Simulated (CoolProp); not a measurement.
Vapour-liquid equilibrium of carbon monoxide (1) + methane (2) at 100.3 K; x and y are mole fractions of (1).

The numbers come from the multi-fluid Helmholtz-energy mixture model, Lemmon 2006 and Setzmann 1991; pair parameters Kunz 2012 in CoolProp.

Problem. Give the bubble pressure and the first vapour's composition at x = 0.05, 0.2, 0.95. Is there an azeotrope?

Solution. x = 0.05: 0.06613 MPa, y = 0.483; x = 0.2: 0.1630 MPa, y = 0.816; x = 0.95: 0.5300 MPa, y = 0.992. No azeotrope shows between x = 0.05 and 0.95.

Pair parameters are fitted to limited data, so mixtures are less certain than the pure fluids.
